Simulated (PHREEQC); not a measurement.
PHREEQC input (ion-association model, wateq4f.dat):

```
SOLUTION_MASTER_SPECIES
  An  An-  0  An  62.0  # stands for a non-complexing anion
SOLUTION_SPECIES
  An- = An-
    -log_k 0
    -gamma 3.0 0
PHASES
  Fix_H+
    H+ = H+
    -log_k 0
SOLUTION 1
  temp 25
  units mmol/kgw
  pH 7 charge
  S(6) 0.0019
  Cu(2) 0.0129
  Cl 0.022
  Na 300
  An 300
END
SELECTED_OUTPUT 1
  -reset false
  -pH true
  -pe true
  -ionic_strength true
  -water true
  -totals Cl Cu Na S Cu(1) Cu(2) S(-2) S(6)
  -molalities Hfo_wOH Hfo_wOH2+ Hfo_wO- Hfo_sOH Hfo_sOH2+ Hfo_sO- Hfo_wSO4- Hfo_wOHSO4-2 Hfo_sOCu+ Hfo_wOCu+
  -saturation_indices Cu(OH)2 Brochantite Antlerite Atacamite Halite Mirabilite Chalcanthite
USER_PUNCH 1
  -headings sigma psi
  10 PUNCH EDL("sigma", "Hfo"), EDL("psi", "Hfo")
PRINT
  -reset false
USE solution 1
SURFACE 1
  Hfo_wOH 4.04494e-05 600 0.018
  Hfo_sOH 1.01124e-06
EQUILIBRIUM_PHASES 1
  Fix_H+ -3 HAn 10
    -force_equality true
  O2(g) -0.68 10
END
# ... the last block is repeated for the other 12 points of pH, with NaOH or the acid as the point needs
```

Selected output (columns that matter, 13 of 13 rows; pH added in front):

```
pH	mu	Cu	Na	S	m_Hfo_wOH	si_Cu(OH)2	si_Brochantite	si_Antlerite	si_Atacamite	si_Halite	si_Mirabilite	si_Chalcanthite	sigma	psi
3	0.30134	1.29e-05	0.3	1.4018e-06	2.5725e-07	-8.0763	-25.681	-19.195	-14.033	-7.0696	-6.8612	-9.4143	0.35912	0.12432
3.5	0.30046	1.2898e-05	0.3	1.408e-06	7.8395e-07	-7.0759	-22.67	-17.184	-12.532	-7.0694	-6.8512	-9.4042	0.35429	0.12371
4	0.30019	1.2883e-05	0.3	1.4446e-06	2.2245e-06	-6.0763	-19.658	-15.171	-11.033	-7.0694	-6.8375	-9.391	0.34145	0.12187
4.5	0.3001	1.276e-05	0.3	1.5303e-06	5.4361e-06	-5.0805	-16.649	-13.158	-9.5411	-7.0693	-6.8117	-9.3694	0.31303	0.1175
5	0.30007	1.2177e-05	0.3	1.6601e-06	1.0665e-05	-4.101	-13.695	-11.184	-8.082	-7.0693	-6.7761	-9.3542	0.26716	0.10955
5.5	0.30005	1.0629e-05	0.3	1.781e-06	1.658e-05	-3.1606	-10.903	-9.3322	-6.7013	-7.0693	-6.7454	-9.3832	0.21393	0.098533
6	0.30003	6.6391e-06	0.3	1.8486e-06	2.0818e-05	-2.3684	-8.7178	-7.9394	-5.6169	-7.0693	-6.7292	-9.5748	0.1699	0.087317
6.5	0.30002	2.4975e-06	0.30001	1.8772e-06	2.2512e-05	-1.8178	-7.5087	-7.2809	-5.0157	-7.0693	-6.7225	-10.018	0.13807	0.077494
7	0.30002	8.7634e-07	0.30001	1.8913e-06	2.2579e-05	-1.447	-7.0222	-7.1652	-4.7741	-7.0693	-6.7192	-10.643	0.10683	0.065852
7.5	0.30002	6.8206e-07	0.30002	1.8975e-06	2.1605e-05	-1.177	-6.9409	-7.3539	-4.7341	-7.0693	-6.7178	-11.372	0.074138	0.050663
8	0.30003	9.3984e-07	0.30002	1.8995e-06	2.0099e-05	-0.9679	-7.1041	-7.7261	-4.8159	-7.0693	-6.7173	-12.162	0.04295	0.032194
8.5	0.30003	1.3519e-06	0.30003	1.8999e-06	1.8487e-05	-0.8009	-7.4358	-8.2249	-4.9818	-7.0693	-6.7172	-12.995	0.014289	0.011333
9	0.30004	1.8757e-06	0.30004	1.9e-06	1.6882e-05	-0.6573	-7.8613	-8.794	-5.1946	-7.0693	-6.7172	-13.852	-0.013579	-0.010778
```

Complexes and solids missing from the database can't appear. The database's constant for dissolved Cu(OH)2 is higher than later reviews accept. The oxide is taken as insoluble; below pH 4 it would dissolve.
